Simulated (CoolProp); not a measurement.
A closed Brayton cycle with dry air: compressor inlet 319.15 K and 1.3 MPa, high pressure 2.46 MPa, turbine inlet 935 K, compressor efficiency 0.85, turbine efficiency 0.85, recuperator effectiveness 0 (on enthalpy, no pinch check). Each further row changes one setting.

Values from CoolProp's reference Helmholtz-energy equation of state, Lemmon 2000. It is a pseudo-pure fit of the blend.

```tsv
case	thermal efficiency (%)	net work (kJ/kg)	compressor to turbine work	compressor exit (K)	turbine exit (K)
as stated	10.2	59.5	0.56	394.3	814.6
turbine inlet 885 K	9.9	?	?	394.3	?
compressor inlet 329.15 K	10.0	?	?	406.5	814.6
high pressure 2.09 MPa	?	?	0.53	373.8	843.8
recuperator effectiveness 0.5	?	59.5	0.56	394.3	814.6
```

Problem. Complete the blanks.

Solution. 
- turbine inlet 885 K, net work (kJ/kg): 52.2
- turbine inlet 885 K, compressor to turbine work: 0.59
- turbine inlet 885 K, turbine exit (K): 770.1
- compressor inlet 329.15 K, net work (kJ/kg): 57.1
- compressor inlet 329.15 K, compressor to turbine work: 0.58
- high pressure 2.09 MPa, thermal efficiency (%): 7.9
- high pressure 2.09 MPa, net work (kJ/kg): 47.7
- recuperator effectiveness 0.5, thermal efficiency (%): 16.6
